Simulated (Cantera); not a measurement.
Input (Python, Cantera) and output of one run.

```python
import numpy as np
import cantera as ct

gas_names = """
    C CH CH2 CH3 CH2OH CH3O CH4 CH3OH CO CO2 COOH C2 C2H CHCO,ketyl C2H2,acetylene C2H2,vinylidene
    CH2CO,ketene C2H3,vinyl CH3CO,acetyl C2H4 C2H4O,ethylen CH3CHO,ethanal CH3COOH (HCOOH)2 C2H5 C2H6
    CH3OCH3 C2H5OH C2O C3 C3H3,propargyl C3H4,allene C3H4,propyne C3H4,cyclo- C3H5,allyl C3H6,propylene
    C3H6,cyclo- C3H6O C3H7,n-propyl C3H7,i-propyl C3H8 C3H8O,1propanol C3H8O,2propanol C3O2 C4 C4H2
    C4H4,1,3-cyclo- C4H6,butadiene C4H6,2-butyne C4H6,cyclo- C4H8,1-butene C4H8,cis2-buten
    C4H8,tr2-butene C4H8,isobutene C4H8,cyclo- (CH3COOH)2 C4H9,n-butyl C4H9,i-butyl C4H9,s-butyl
    C4H9,t-butyl C4H10,isobutane C4H10,n-butane C5 C5H6,1,3cyclo- C5H8,cyclo- C5H10,1-pentene
    C5H10,cyclo- C5H11,pentyl C5H11,t-pentyl C5H12,n-pentane C5H12,i-pentane CH3C(CH3)2CH3 C6H2
    C6H5,phenyl C6H5O,phenoxy C6H6 C6H5OH,phenol C6H10,cyclo- C6H12,1-hexene C6H12,cyclo- C6H13,n-hexyl
    C7H7,benzyl C7H8 C7H8O,cresol C7H14,1-heptene C7H15,n-heptyl C7H16,n-heptane C8H8,styrene
    C8H10,ethylbenz C8H16,1-octene C8H17,n-octyl C8H18,isooctane C8H18,n-octane C9H19,n-nonyl
    C10H8,naphthale C10H21,n-decyl C12H9,o-bipheny C12H10,bipheny H HCO HO2 H2 HCHO,formaldehy HCOOH H2O
    H2O2 O OH O2 O3 Ti TiO TiO2
""".split()
cond_names = """
    C(gr) C6H6(L) C7H8(L) C8H18(L),n-octa H2O(s) H2O(L) Ti(a) Ti(b) Ti(L) TiC(s) TiC(L) TiO(a) TiO(b)
    TiO(L) TiO2(ru) TiO2(L) Ti2O3(a) Ti2O3(b) Ti2O3(L) Ti3O5(a) Ti3O5(b) Ti3O5(L) Ti4O7(s) Ti4O7(L)
""".split()


def load(file, names, dense=False):
    # The tables refer to 1 bar. Condensed volumes are neglected.
    table = {s.name: s for s in ct.Species.list_from_file(file)}
    out = []
    for n in names:
        d = dict(table[n].input_data)
        d["thermo"] = dict(d["thermo"], **{"reference-pressure": 1e5})
        if dense:
            d["equation-of-state"] = {"model": "constant-volume", "density": "1e6 g/cm^3"}
        out.append(ct.Species.from_dict(d))
    return out


gas = ct.Solution(thermo="ideal-gas", species=load("nasa_gas.yaml", gas_names))
cond = {s.name: ct.Solution(thermo="fixed-stoichiometry", species=[s], name=s.name)
        for s in load("nasa_condensed.yaml", cond_names, dense=True)}
atoms = {
    'Ti(OiPr)4': {'Ti': 1, 'C': 12, 'H': 28, 'O': 4},
    'CH4': {'C': 1, 'H': 4},
    'H2': {'H': 2},
}
top_T = {'C(gr)': 4500}  # K; cautious upper limits of use, not melting points


def equilibrate(T, P, feed):
    n = {}
    for name, mol in feed.items():
        for a, k in atoms[name].items():
            n[a] = n.get(a, 0.0) + k * mol
    gas.TPX = T, P, n
    mass = sum(n.values()) * gas.mean_molecular_weight
    gas.equilibrate("TP")
    valid = [c for c in cond.values() if c.min_temp <= T <= top_T.get(c.name, c.max_temp)]
    mix = ct.Mixture([(gas, mass / gas.mean_molecular_weight)] + [(c, 0.0) for c in valid])
    mix.T, mix.P = T, P
    mix.equilibrate("TP", solver="vcs", rtol=1e-11, max_steps=5000)
    return mix


results = []
feed = {'Ti(OiPr)4': 1, 'CH4': 9.7, 'H2': 120}  # mol
P = 14  # Pa
for T in [1525, 1600, 1675, 1750, 1825, 1900, 1975, 2050, 2125, 2200]:
    mix = equilibrate(T, P, feed)
    results.append((T, P, feed, dict(zip(mix.species_names, mix.species_moles))))

top = {s: max(r[3][s] / sum(r[3][g] for g in gas_names) for r in results) for s in gas_names}
cols = sorted((s for s in top if top[s] > 0.0001), key=lambda s: -top[s])[:6]
seen = [c for c in cond_names if any(r[3].get(c, 0) > 1e-12 for r in results)]
print("log10 of partial pressures in bar; condensed amounts in mol")
print(f"{'T/K':>10s}" + "".join(f"{s[:9]:>10s}" for s in cols + seen))
for T, P, feed, n in results:
    ng = sum(n[g] for g in gas_names)
    print(f"{T:10.4g}" + "".join(f"{np.log10(max(n[s] / ng * P / 1e5, 1e-99)):10.3f}" for s in cols)
          + "".join(f"{n.get(c, 0):10.4g}" for c in seen))
```

Result:

```
log10 of partial pressures in bar; condensed amounts in mol
       T/K        H2         H        CO C2H2,acet        Ti     C(gr)    TiC(s)
      1525    -3.866    -6.559    -5.449    -8.783   -14.373      16.7         1
      1600    -3.867    -6.198    -5.450    -8.428   -13.333     16.69         1
      1675    -3.869    -5.870    -5.451    -8.105   -12.388     16.68         1
      1750    -3.874    -5.570    -5.453    -7.813   -11.524     16.67         1
      1825    -3.881    -5.297    -5.457    -7.549   -10.732     16.64         1
      1900    -3.894    -5.048    -5.463    -7.312   -10.003     16.59    0.9999
      1975    -3.916    -4.822    -5.473    -7.103    -9.331     16.51    0.9994
      2050    -3.949    -4.619    -5.488    -6.923    -8.708     16.41    0.9976
      2125    -3.998    -4.439    -5.509    -6.774    -8.130     16.27    0.9904
      2200    -4.071    -4.285    -5.538    -6.662    -7.592     16.11    0.9646
```

Method: chemical equilibrium by Gibbs-energy minimisation in Cantera with the NASA 1993 tables (ideal gas, pure condensed phases). The feed counts by its element totals alone. TiC: taken at fixed stoichiometry.
